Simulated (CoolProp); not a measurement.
R13 along the isobar 0.219 MPa: Z from the reference equation and from simpler models built on Tc = 303.0 K, pc = 3.973 MPa, ω = 0.175; each cubic takes its own stable root.

Computed with CoolProp (reference Helmholtz-energy equation of state, Platzer 1990). This equation is an older, rougher fit; its heat capacities, sound speeds and derivatives of the liquid may be far off and weren't checked against measurements.

```json
[
 {"T (K)": "115", "phase": "liquid", "reference": "0.01334", "Redlich-Kwong": "0.01398", "Soave-Redlich-Kwong": "0.01395", "Peng-Robinson": "0.01244"},
 {"T (K)": "146.8", "phase": "liquid", "reference": "0.01113", "Redlich-Kwong": "0.01158", "Soave-Redlich-Kwong": "0.01147", "Peng-Robinson": "0.01020"},
 {"T (K)": "178.6", "phase": "liquid", "reference": "0.009813", "Redlich-Kwong": "0.01022", "Soave-Redlich-Kwong": "0.01005", "Peng-Robinson": "0.008906"},
 {"T (K)": "210.4", "phase": "gas", "reference": "0.9330", "Redlich-Kwong": "0.9457", "Soave-Redlich-Kwong": "0.9422", "Peng-Robinson": "0.9394"},
 {"T (K)": "242.2", "phase": "gas", "reference": "0.9593", "Redlich-Kwong": "0.9637", "Soave-Redlich-Kwong": "0.9618", "Peng-Robinson": "0.9593"},
 {"T (K)": "274", "phase": "gas", "reference": "0.9733", "Redlich-Kwong": "0.9745", "Soave-Redlich-Kwong": "0.9738", "Peng-Robinson": "0.9715"},
 {"T (K)": "305.8", "phase": "gas", "reference": "0.9817", "Redlich-Kwong": "0.9815", "Soave-Redlich-Kwong": "0.9815", "Peng-Robinson": "0.9794"},
 {"T (K)": "337.6", "phase": "gas", "reference": "0.9870", "Redlich-Kwong": "0.9862", "Soave-Redlich-Kwong": "0.9868", "Peng-Robinson": "0.9849"},
 {"T (K)": "369.4", "phase": "gas", "reference": "0.9905", "Redlich-Kwong": "0.9895", "Soave-Redlich-Kwong": "0.9904", "Peng-Robinson": "0.9887"},
 {"T (K)": "401.2", "phase": "gas", "reference": "0.9930", "Redlich-Kwong": "0.9919", "Soave-Redlich-Kwong": "0.9930", "Peng-Robinson": "0.9915"}
]
```
